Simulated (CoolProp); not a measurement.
A simple Rankine cycle with fluoroethane (R161): condensing at 324.15 K, boiler at 3.7 MPa, turbine inlet 449 K, turbine efficiency 0.75, pump efficiency 0.6, no recuperator. Each further row changes one setting.

The numbers come from the reference Helmholtz-energy equation of state, Wu 2012 in CoolProp.

```tsv
case	thermal efficiency (%)	net work (kJ/kg)	heat in (kJ/kg)	turbine exit temperature (K)	volume ratio over the turbine
as stated	6.4	(withheld)	481	415.7	(withheld)
condensing temperature 316.15 K	(withheld)	39.3	500	408.0	2.48
boiler pressure 2.59 MPa	3.5	(withheld)	(withheld)	(withheld)	1.45
turbine efficiency 0.65	5.4	26.1	481	418.5	(withheld)
```

### Question
Some entries are withheld; supply them.

### Answer

- as stated, net work (kJ/kg): 30.9
- as stated, volume ratio over the turbine: 2.06
- condensing temperature 316.15 K, thermal efficiency (%): 7.8
- boiler pressure 2.59 MPa, net work (kJ/kg): 17.5
- boiler pressure 2.59 MPa, heat in (kJ/kg): 497
- boiler pressure 2.59 MPa, turbine exit temperature (K): 432.7
- turbine efficiency 0.65, volume ratio over the turbine: 2.08
